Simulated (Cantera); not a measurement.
## Equilibrium for carbon deposition, reforming and gasification: n-butane + H2O + O2

A closed system holds: 1 mol n-butane, 0.12 mol H2O, 0.4 mol O2, held at 66800 Torr.

Method: chemical equilibrium by Gibbs-energy minimisation in Cantera with the NASA 1993 tables (ideal gas, pure condensed phases). Candidate condensed phases: C, C6H6, C7H8, C8H18, H2O; 110 gas species. The ideal-gas law is rough above about 30 bar. Kinetics and transport are ignored.

| T (K) | x H2 | x CH4 | x H2O | x CO | x CO2 | x C2H2 (acetylene) | n C(graphite) |
|---|---|---|---|---|---|---|---|
| 798 | 0.0729 | 0.656 | 0.247 | 0.00155 | 0.0224 | <1e-12 | 1.87 |
| 948 | 0.191 | 0.560 | 0.210 | 0.0127 | 0.0253 | 4.95e-11 | 1.99 |
| 1098 | 0.359 | 0.419 | 0.149 | 0.0508 | 0.0210 | 4.57e-9 | 2.13 |
| 1248 | 0.527 | 0.275 | 0.0784 | 0.109 | 0.0104 | 1.28e-7 | 2.25 |
| 1398 | 0.654 | 0.166 | 0.0319 | 0.145 | 0.00326 | 1.60e-6 | 2.42 |
| 1548 | 0.733 | 0.0982 | 0.0124 | 0.155 | 0.000942 | 1.15e-5 | 2.62 |
| 1698 | 0.778 | 0.0595 | 0.00528 | 0.156 | 0.000311 | 5.61e-5 | 2.77 |
| 1848 | 0.803 | 0.0378 | 0.00252 | 0.156 | 0.000122 | 0.000207 | 2.87 |
| 1998 | 0.817 | 0.0254 | 0.00133 | 0.155 | 5.52e-5 | 0.000619 | 2.93 |
| 2148 | 0.824 | 0.0178 | 0.000768 | 0.154 | 2.82e-5 | 0.00158 | 2.95 |
| 2298 | 0.827 | 0.0131 | 0.000476 | 0.154 | 1.58e-5 | 0.00354 | 2.96 |
| 2448 | 0.826 | 0.00993 | 0.000313 | 0.154 | 9.61e-6 | 0.00714 | 2.93 |
| 2598 | 0.821 | 0.00773 | 0.000215 | 0.153 | 6.22e-6 | 0.0132 | 2.86 |
| 2748 | 0.810 | 0.00611 | 0.000154 | 0.153 | 4.24e-6 | 0.0226 | 2.75 |
x: gas mole fraction; n: condensed amount in mol.

From 798 K to 2748 K the condensed part is C(graphite). The main C-bearing gas is CH4 at 798 K and CO at 2748 K.
